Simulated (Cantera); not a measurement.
Input (Python, Cantera) and output of one run.

```python
import numpy as np
import cantera as ct

gas_names = """
    N NO NO2 NO3 N2 N2O O O2 O3 Si SiN SiO SiO2 Si2 Si2N Si3
""".split()
cond_names = """
    Si(cr) Si(L) SiO2(Lqz) SiO2(hqz) SiO2(L) Si2N2O(s) Si3N4(a)
""".split()


def load(file, names, dense=False):
    # The tables refer to 1 bar. Condensed volumes are neglected.
    table = {s.name: s for s in ct.Species.list_from_file(file)}
    out = []
    for n in names:
        d = dict(table[n].input_data)
        d["thermo"] = dict(d["thermo"], **{"reference-pressure": 1e5})
        if dense:
            d["equation-of-state"] = {"model": "constant-volume", "density": "1e6 g/cm^3"}
        out.append(ct.Species.from_dict(d))
    return out


gas = ct.Solution(thermo="ideal-gas", species=load("nasa_gas.yaml", gas_names))
cond = {s.name: ct.Solution(thermo="fixed-stoichiometry", species=[s], name=s.name)
        for s in load("nasa_condensed.yaml", cond_names, dense=True)}
atoms = {
    'Si3N4': {'Si': 3, 'N': 4},
    'N2O': {'N': 2, 'O': 1},
    'N2': {'N': 2},
}
top_T = {'Si2N2O(s)': 2100, 'Si3N4(a)': 2400}  # K; cautious upper limits of use, not melting points


def equilibrate(T, P, feed):
    n = {}
    for name, mol in feed.items():
        for a, k in atoms[name].items():
            n[a] = n.get(a, 0.0) + k * mol
    gas.TPX = T, P, n
    mass = sum(n.values()) * gas.mean_molecular_weight
    gas.equilibrate("TP")
    valid = [c for c in cond.values() if c.min_temp <= T <= top_T.get(c.name, c.max_temp)]
    mix = ct.Mixture([(gas, mass / gas.mean_molecular_weight)] + [(c, 0.0) for c in valid])
    mix.T, mix.P = T, P
    mix.equilibrate("TP", solver="vcs", rtol=1e-11, max_steps=5000)
    return mix


results = []
feed = {'Si3N4': 1, 'N2O': 0.23, 'N2': 29}  # mol
P = 1600  # Pa
for T in [1273, 1348, 1423, 1498, 1573, 1648, 1723, 1798, 1873, 1948]:
    mix = equilibrate(T, P, feed)
    results.append((T, P, feed, dict(zip(mix.species_names, mix.species_moles))))

top = {s: max(r[3][s] / sum(r[3][g] for g in gas_names) for r in results) for s in gas_names}
cols = sorted((s for s in top if top[s] > 1e-06), key=lambda s: -top[s])[:7]
seen = [c for c in cond_names if any(r[3].get(c, 0) > 1e-12 for r in results)]
print("log10 of partial pressures in bar; condensed amounts in mol")
print(f"{'T/K':>10s}" + "".join(f"{s[:9]:>10s}" for s in cols + seen))
for T, P, feed, n in results:
    ng = sum(n[g] for g in gas_names)
    print(f"{T:10.4g}" + "".join(f"{np.log10(max(n[s] / ng * P / 1e5, 1e-99)):10.3f}" for s in cols)
          + "".join(f"{n.get(c, 0):10.4g}" for c in seen))
```

Result:

```
log10 of partial pressures in bar; condensed amounts in mol
       T/K        N2       SiO        Si      Si2N       SiN       Si2       Si3     Si(L) Si2N2O(s)  Si3N4(a)
      1273    -1.796   -10.505   -13.959   -17.434   -14.253   -20.901   -25.102         0      0.23    0.8467
      1348    -1.796    -9.179   -12.377   -15.418   -12.853   -18.448   -21.994         0      0.23    0.8467
      1423    -1.796    -7.995   -10.965   -13.618   -11.604   -16.259   -19.221         0      0.23    0.8467
      1498    -1.796    -6.932    -9.695   -12.002   -10.481   -14.292   -16.732         0    0.2298    0.8467
      1573    -1.796    -5.973    -8.549   -10.544    -9.467   -12.516   -14.486         0    0.2281    0.8473
      1648    -1.796    -5.104    -7.509    -9.222    -8.547   -10.906   -12.450         0    0.2156    0.8515
      1723    -1.797    -4.312    -6.560    -8.017    -7.709    -9.437   -10.594         0    0.1404    0.8764
      1798    -1.799    -3.906    -5.691    -6.915    -6.942    -8.092    -8.895         0         0    0.9218
      1873    -1.799    -3.932    -5.055    -6.226    -6.398    -7.182    -7.822     2.749         0         0
      1948    -1.800    -3.933    -4.634    -5.923    -6.063    -6.674    -7.332     2.717         0         0
```

Method: chemical equilibrium by Gibbs-energy minimisation in Cantera with the NASA 1993 tables (ideal gas, pure condensed phases). Mutual solubility and eutectic melting of coexisting phases are not modelled. The tables' values for SiN are old estimates; treat these amounts as uncertain.
